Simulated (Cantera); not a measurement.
A perfectly stirred reactor is fed with H2 : O2 : N2 = 0.012 : 1 : 0.15 (molar parts), equivalence ratio 0.0060, at 21.0 Torr; it is held at 1450 K, and followed from long to short residence time.

Detailed kinetics in Cantera: the H2/O2 subset of GRI-Mech 3.0, which has no nitrogen chemistry. Radical loss at walls, strong at low pressure, is not modelled.

Q: What does this change do: temperature 1450 to 1125 K?

A: 
```csv
quantity,before,after
x(H2) at τ = 1.30 s,1.56e-5,5.12e-5
x(O2) at τ = 1.30 s,0.858,0.859
x(O) at τ = 1.30 s,0.00153,0.000563
x(H2O) at τ = 1.30 s,0.0100,0.0102
x(H2O2) at τ = 1.30 s,7.65e-9,3.33e-8
x(H2) at τ = 0.110 s,6.10e-5,0.000204
x(O2) at τ = 0.110 s,0.855,0.858
x(O) at τ = 0.110 s,0.00511,0.00221
x(H2O) at τ = 0.110 s,0.00963,0.00990
x(H2O2) at τ = 0.110 s,1.39e-8,5.73e-8
```

Q: What does this change do: temperature 1450 to 1200 K?

A: 
| quantity | before | after |
|---|---|---|
| x(H2) at τ = 1.30 s | 1.56e-5 | 3.30e-5 |
| x(O2) at τ = 1.30 s | 0.858 | 0.859 |
| x(O) at τ = 1.30 s | 0.00153 | 0.000752 |
| x(H2O) at τ = 1.30 s | 0.0100 | 0.0102 |
| x(H2O2) at τ = 1.30 s | 7.65e-9 | 2.54e-8 |
| x(H2) at τ = 0.110 s | 6.10e-5 | 0.000134 |
| x(O2) at τ = 0.110 s | 0.855 | 0.857 |
| x(O) at τ = 0.110 s | 0.00511 | 0.00295 |
| x(H2O) at τ = 0.110 s | 0.00963 | 0.00989 |
| x(H2O2) at τ = 0.110 s | 1.39e-8 | 4.26e-8 |
